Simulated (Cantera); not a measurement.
Ignition delay

Mixture: CH₄ : O₂ : N₂ = 1 : 2.2 : 8.26 (molar parts), at 3600 Torr, adiabatic and at constant volume. Ignition delay is the time to a rise of 400 K.

Detailed kinetics in Cantera: GRI-Mech 3.0 (53 species, 325 reactions).

```csv
T0 (K),delay (ms)
1150,18.5
1225,6.87
1300,2.73
1375,1.15
1450,0.517
1525,0.245
1600,0.123
```

| Item | Value |
|---|---|
| apparent activation energy between 1450 and 1600 K | 180 kJ/mol |
